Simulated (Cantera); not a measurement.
Charge: 1 mol B2O3, 0.94 mol NF3, 0.25 mol H2, at 1500 K and 5.70 Pa.

Equilibrium computed with Cantera from the NASA thermochemical tables; the gas is ideal and each condensed phase is pure. Candidate condensed phases: B, BN, B2O3, B3O3H3, H2O; 62 gas species. The numbers say what is thermodynamically allowed, not how fast it happens.

Base state: BOF 0.518, O2 0.163, HF 0.140, N2 0.132, BF3 0.0453, NO 0.000442, O 0.000217, HBO2 0.000146 (mole fractions); condensed: gas only.

Question: What changes in the equilibrium state with this change: temperature from 1500 K to 1273 K?

Answer: 
```tsv
species	before	after
BOF	0.518	0.512
O2	0.163	0.164
HF	0.140	0.133
BF3	0.0453	0.0510
N2	0.132	0.133
B3O3F3	1.22e-7	0.000283
F	3.35e-5	2.36e-7
O	0.000217	5.77e-6
H2O	0.000116	0.00261
HBO2	0.000146	0.00301
```
